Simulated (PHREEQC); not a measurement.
## Leach liquor: an equilibrium model

Dissolve 0.0097 mol HCl and 0.037 mol MnSO4 per kg of water at 25 °C. Closed to the air; pH follows from the charge balance.

Model: Pitzer model, pitzer.dat, run in PHREEQC.

Each row changes one thing in this solution. Precipitation was switched off in this run.

| case | pH | ionic strength (mol/kgw) | SO4-2 (mol/kgw) | HSO4- (mol/kgw) |
|---|---|---|---|---|
| as made | 2.38 | 0.149 | 0.0328 | 0.00419 |
| MnSO4 from 0.037 to 0.0037 mol/kgw | 2.12 | 0.0224 | [?] | 0.00106 |
| HCl from 0.0097 to 0.00873 mol/kgw | 2.43 | 0.149 | [?] | [?] |
| MnSO4 from 0.037 to 0.185 mol/kgw | 2.72 | 0.737 | 0.178 | 0.00647 |

Q: Complete the blanks.

A: 
- MnSO4 from 0.037 to 0.0037 mol/kgw, SO4-2 (mol/kgw): 0.00264
- HCl from 0.0097 to 0.00873 mol/kgw, SO4-2 (mol/kgw): 0.0332
- HCl from 0.0097 to 0.00873 mol/kgw, HSO4- (mol/kgw): 0.00380
